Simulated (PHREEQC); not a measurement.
# Sulfide liquor: an equilibrium model

Solution (50 °C): 0.24 mol NH4HS and 0.0052 mol NaOH per kg of water. Closed to the air; pH follows from the charge balance.

Equilibrium calculation in PHREEQC: ion-association model, wateq4f.dat.

Each row changes one thing in this solution. Precipitation was switched off in this run.

```csv
case,pH,ionic strength (mol/kgw)
as made,7.66,0.224
NH4HS from 0.24 to 0.264 mol/kgw,7.65,0.247
NaOH replaced by Na2SO4 at the same molality,7.59,(withheld)
NaOH from 0.0052 to 0.00572 mol/kgw,7.66,(withheld)
diluted 100-fold with water,7.66,(withheld)
NaOH left out,7.59,0.222
NaOH from 0.0052 to 0.052 mol/kgw,8.17,0.235
NH4HS left out,(withheld),0.00520
```

Problem. Fill in the missing entries.

Solution. 
- NaOH replaced by Na2SO4 at the same molality, ionic strength (mol/kgw): 0.233
- NaOH from 0.0052 to 0.00572 mol/kgw, ionic strength (mol/kgw): 0.225
- diluted 100-fold with water, ionic strength (mol/kgw): 0.00218
- NH4HS left out, pH: 10.96

Constants without temperature data keep their 25 °C values here. The polysulfide entries of wateq4f.dat were taken out for this run.
